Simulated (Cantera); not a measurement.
**Thermodynamics of carbothermic reduction, feed SiO₂ + CH₄ + N₂**

Charge: 1 mol SiO₂, 5.5 mol CH₄, 8.8 mol N₂, held at 2125 K.

These are equilibrium values from Cantera (NASA tables, ideal gas, pure condensed phases), not measurements of a reactor. Candidate condensed phases: C, C₆H₆, C₇H₈, C₈H₁₈, H₂O, Si, SiC, SiO₂, Si₂N₂O, Si₃N₄; 151 gas species. The tables' values for SiN are old estimates; treat these amounts as uncertain. Rates play no part.

At 10.0 Pa the condensed part is C(graphite). From 1.00 mbar to 10.0 bar the condensed part is C(graphite) + SiC(s). The main Si-bearing gas is Si at 10.0 Pa and SiO at 10.0 bar. The share of Si in condensed phases is highest at 10.0 bar (97.6 %) and lowest at 10.0 Pa (0.0 %).

```tsv
P (Pa)	x H₂	x N₂	x H	x CO	x Si	x HCN	n C(graphite)	n SiC(s)
10	0.325	0.342	0.207	0.0785	0.0356	0.00780	3.12	0
100	0.433	0.377	0.0756	0.0857	0.0147	0.00946	2.62	0.576
1000	0.479	0.392	0.0251	0.0893	0.00147	0.0102	2.31	0.936
10000	0.492	0.396	0.00806	0.0903	0.000147	0.0103	2.27	0.971
100000	0.496	0.398	0.00256	0.0905	1.47e-5	0.0104	2.27	0.975
1000000	0.496	0.398	0.000809	0.0906	1.47e-6	0.0104	2.25	0.976
```
x: gas mole fraction; n: condensed amount in mol.
